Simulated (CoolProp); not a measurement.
Normal hydrogen at 327.86 K and 1.56 MPa flows at 0.061 m/s in a round tube of 25 mm bore and 0.25 µm roughness, fully developed (64/Re and Nu = 3.66 if laminar; Colebrook and Gnielinski if turbulent). Each further row changes one setting.

Values from CoolProp's reference Helmholtz-energy equation of state, Leachman 2009.

| case | Reynolds number | Darcy friction factor | pressure drop (Pa/m) | heat-transfer coefficient (W/(m² K)) | mass flow (kg/h) |
|---|---|---|---|---|---|
| as stated | 183 | 0.349 | … | 29.5 | 0.123 |
| velocity 0.122 m/s | 367 | 0.175 | … | 29.5 | 0.247 |
| diameter 50 mm | 367 | 0.175 | … | 14.7 | … |

Some entries are withheld; supply them.


- as stated, pressure drop (Pa/m): 0.0297
- velocity 0.122 m/s, pressure drop (Pa/m): 0.0594
- diameter 50 mm, pressure drop (Pa/m): 0.00743
- diameter 50 mm, mass flow (kg/h): 0.493

Viscosity comes from a separate model (Muzny 2013). Thermal conductivity comes from a separate model (Assael 2011).
